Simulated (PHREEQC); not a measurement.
A solution holds 0.026 mol/kgw CdCl2, 0.022 mol/kgw MgSO4, 0.016 mol/kgw H2SO4 and 0.00026 mol/kgw Na2SO4, at 25 °C. Closed to the air; pH follows from the charge balance.

All values are PHREEQC results (ion-association model, phreeqc.dat), not measurements.

**Question.** The ionic strength comes out as 0.119 mol/kgw. What activity coefficients do Na+, NaSO4-, Cl-, HSO4-, Cd(SO4)2-2 get?

**Answer.** Na+ 0.77, NaSO4- 0.78, Cl- 0.75, HSO4- 0.77, Cd(SO4)2-2 0.35.

No solid was allowed to form.
